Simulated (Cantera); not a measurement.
Mixture: 14.4 % H2, 18.0 % O2, 67.6 % N2, at 12.0 bar, adiabatic and at constant pressure. Ignition delay is the time to a rise of 400 K.

Cantera simulation using GRI-Mech 3.0 (53 species, 325 reactions); the numbers are that mechanism's predictions, not measurements. The hydrogen kinetics of GRI-Mech 3.0 are dated; newer H2 mechanisms differ, most at raised pressure. The pressure lies above the range GRI-Mech 3.0 was tuned for (to about 10 atm). Where the delays flatten at high temperature, the 400 K rule measures the pace of heat release, not the induction time.

Predict: delay at 1223 K; delay at 1423 K; delay at 1623 K; delay at 1823 K; delay at 2023 K.


- delay at 1223 K: 54.2 µs
- delay at 1423 K: 2.15 µs
- delay at 1623 K: 1.04 µs
- delay at 1823 K: 0.739 µs
- delay at 2023 K: 0.666 µs
